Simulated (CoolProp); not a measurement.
Properties of dodecamethylpentasiloxane (MD3M) along the isotherm 346.85 °C.

Computed with CoolProp (reference Helmholtz-energy equation of state, Thol 2019).

| p (kPa) | phase | speed of sound (m/s) | fugacity coefficient |
|---|---|---|---|
| 15.1 | gas | 115.6 | 0.9939 |
| 34.3 | gas | 114.8 | 0.9861 |
| 78.1 | gas | 112.7 | 0.9686 |
| 178 | gas | 107.6 | 0.9288 |
| 405 | gas | 94.30 | 0.8403 |
| 921 | liquid | 81.08 | 0.6205 |
| 2100 | liquid | 187.1 | 0.3279 |
| 4770 | liquid | 286.8 | 0.2101 |
